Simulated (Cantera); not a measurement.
Input: 1 mol Hg, 0.8 mol O2, a varied amount of H2, held at 550 K and 31.5 Torr.

Method: chemical equilibrium by Gibbs-energy minimisation in Cantera with the NASA 1993 tables (ideal gas, pure condensed phases). Candidate condensed phases: H2O, Hg, HgO; 10 gas species. Equilibrium is a limit: real reactors are often held back by kinetics, nucleation or transport.

Task: At 27 mol H2, list the 3 most abundant gas species with their mole fractions, and the condensed phases.

Result: H2 0.907, H2O 0.0571, Hg 0.0357. Condensed: gas only.
